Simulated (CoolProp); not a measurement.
Vapour-liquid equilibrium of propane (1) + isobutene (2) at 336.6 K; x and y are mole fractions of (1).

Model: multi-fluid Helmholtz-energy mixture model, Lemmon 2009 and Lemmon 2005; pair parameters Bell 2016, in CoolProp.

```tsv
x	bubble pressure (kPa)	y at the bubble point	dew pressure at overall composition x (kPa)	liquid density (mol/L)
0.05	931.2	0.117	881.5	9.556
0.2	1154	0.361	998.9	9.576
0.35	1354	0.526	1143	9.597
0.5	1547	0.658	1319	9.616
0.65	1747	0.773	1534	9.625
0.8	1959	0.877	1798	9.613
0.95	2189	0.971	2135	9.559
```

No azeotrope shows between x = 0.05 and 0.95.

Pair parameters are fitted to limited data, so mixtures are less certain than the pure fluids. The gap from Raoult's law changes sign with composition, which may be real or a fault of the pair parameters; it wasn't checked against measurements.
